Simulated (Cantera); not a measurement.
A closed system holds: 1 mol C6H6, 0.75 mol H2, 2.3 mol N2, held at 2073.15 K and 1.00 bar.

Equilibrium computed with Cantera from the NASA thermochemical tables; the gas is ideal and each condensed phase is pure. Candidate condensed phases: C, C6H6, C7H8, C8H18; 92 gas species. Equilibrium is a limit: real reactors are often held back by kinetics, nucleation or transport.

Problem. What is the equilibrium state?

Solution. 
- x(H2): 0.612
- x(N2): 0.375
- x(HCN): 0.00932
- x(H): 0.00206
- x(C2H2 (acetylene)): 0.000751
- x(HNC): 0.000602
- x(CH4): 0.000132
- x(CH3): 8.69e-6
- x(NH3): 5.24e-6
- n(C(graphite)): 5.93 mol
- gas amount: 6.055 mol
